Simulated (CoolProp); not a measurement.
Vapour-liquid equilibrium of cyclohexane (1) + m-xylene (2) at 0.168 MPa; x and y are mole fractions of (1).

Computed with CoolProp (multi-fluid Helmholtz-energy mixture model, Zhou 2014 and Zhou 2012; pair parameters Bell 2016).

| x | bubble temperature, mixture model (K) | bubble temperature, Raoult's law (K) | y, mixture model | y, Raoult's law |
|---|---|---|---|---|
| 0.05 | 425.1 | 426.3 | 0.190 | 0.175 |
| 0.125 | 416.1 | 418.6 | 0.399 | 0.375 |
| 0.2 | [?] | 411.9 | [?] | 0.522 |
| 0.275 | 402.5 | 406.0 | 0.646 | 0.631 |
| 0.35 | 397.3 | 400.7 | 0.722 | 0.715 |
| 0.425 | 392.9 | 396.0 | 0.779 | 0.780 |
| 0.5 | 389.1 | 391.8 | 0.824 | 0.831 |
| 0.575 | 385.8 | 388.0 | [?] | 0.872 |
| 0.65 | 382.8 | 384.5 | 0.892 | 0.906 |
| 0.725 | 380.2 | 381.4 | 0.919 | 0.933 |
| 0.8 | 377.7 | 378.5 | 0.943 | 0.956 |
| 0.875 | 375.4 | 375.8 | 0.965 | 0.975 |
| 0.95 | 373.1 | 373.3 | 0.986 | 0.991 |

**Question.** Some entries are withheld; supply them.

**Answer.** 
- 0.2, bubble temperature, mixture model (K): 408.7
- 0.2, y, mixture model: 0.543
- 0.575, y, mixture model: 0.861

The largest gap from Raoult's law is -3.5 K in bubble temperature, at x = 0.275. No azeotrope shows between x = 0.05 and 0.95.

The pair parameters rest on a limited set of measurements; away from them the model extrapolates.
